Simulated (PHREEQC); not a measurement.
Make-up at 86 °C: 0.39 mol/kgw H2SO4 and 0.017 mol/kgw KH2PO4. Closed to the air; pH follows from the charge balance.

The numbers come from PHREEQC with the ion-association model, phreeqc.dat.

Each row changes one thing in this solution. No solid was allowed to form.

| case | pH | ionic strength (mol/kgw) | H2PO4- (mol/kgw) | HPO4-2 (mol/kgw) |
|---|---|---|---|---|
| as made | 0.54 | 0.411 | 0.000350 | 3.48e-10 |
| H2SO4 from 0.39 to 0.078 mol/kgw | 1.25 | 0.0914 | 0.00137 | 4.54e-9 |
| diluted 2-fold with water | 0.82 | 0.210 | 0.000296 | 4.59e-10 |
| 0.15 mol/kgw NaHSO4 added | 0.54 | 0.574 | 0.000371 | 4.05e-10 |
| KH2PO4 from 0.017 to 0.0034 mol/kgw | 0.53 | 0.410 | 6.78e-5 | 6.53e-11 |
| H2SO4 left out | 4.68 | 0.0171 | 0.0168 | 0.000103 |
| H2SO4 from 0.39 to 0.351 mol/kgw | 0.59 | 0.371 | 0.000380 | 4.07e-10 |

Complexes and solids missing from the database can't appear. Constants without temperature data keep their 25 °C values here.
